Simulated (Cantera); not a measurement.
## Counterflow diffusion flame

A counterflow diffusion flame at 0.493 atm, nozzles 20 mm apart: fuel side 54.9 % CH₄, 17.0 % C₂H₆, 28.0 % C₃H₈ at 423 K, oxidiser side 17.0 % O₂, 83.0 % N₂ at 400 K, fuel mass flux 0.79 times the oxidiser's; mixture-averaged transport, no radiation.

Computed with Cantera and GRI-Mech 3.0 (53 species, 325 reactions). GRI-Mech 3.0 was tuned for natural gas; its chemistry of propane as a main component is partial and can be far from experiment. GRI-Mech 3.0 has no aromatics or soot, which form on the fuel side of real flames. The maximum strain rate includes the flame's own expansion and is several times the mean. A flux with no burning solution from the previous one only brackets extinction.

```json
[
 {"oxidiser flux (kg/m²/s)": "0.12", "max strain (1/s)": "142", "mean strain (1/s)": "26.6", "T max (K)": "1802", "peak x OH": "0.00416", "peak x H": "0.00405", "peak x NO": "0.000100", "peak x CO": "0.0400", "peak x C₂H₂": "0.0164"},
 {"oxidiser flux (kg/m²/s)": "0.16", "max strain (1/s)": "183", "mean strain (1/s)": "35.5", "T max (K)": "1786", "peak x OH": "0.00402", "peak x H": "0.00413", "peak x NO": "8.52e-5", "peak x CO": "0.0406", "peak x C₂H₂": "0.0150"},
 {"oxidiser flux (kg/m²/s)": "0.21", "max strain (1/s)": "233", "mean strain (1/s)": "46.5", "T max (K)": "1768", "peak x OH": "0.00384", "peak x H": "0.00416", "peak x NO": "7.04e-5", "peak x CO": "0.0414", "peak x C₂H₂": "0.0136"},
 {"oxidiser flux (kg/m²/s)": "0.28", "max strain (1/s)": "301", "mean strain (1/s)": "62.0", "T max (K)": "1747", "peak x OH": "0.00361", "peak x H": "0.00413", "peak x NO": "5.45e-5", "peak x CO": "0.0425", "peak x C₂H₂": "0.0119"},
 {"oxidiser flux (kg/m²/s)": "0.37", "max strain (1/s)": "386", "mean strain (1/s)": "82.0", "T max (K)": "1722", "peak x OH": "0.00331", "peak x H": "0.00398", "peak x NO": "3.88e-5", "peak x CO": "0.0440", "peak x C₂H₂": "0.0100"},
 {"oxidiser flux (kg/m²/s)": "0.48", "max strain (1/s)": "486", "mean strain (1/s)": "106", "T max (K)": "1688", "peak x OH": "0.00289", "peak x H": "0.00363", "peak x NO": "2.35e-5", "peak x CO": "0.0457", "peak x C₂H₂": "0.00772"}
]
```
x: mole fraction; the columns are a selection and need not sum to one.

At the next flux tried, 0.63 kg/m²/s, no burning solution was found from the previous one.
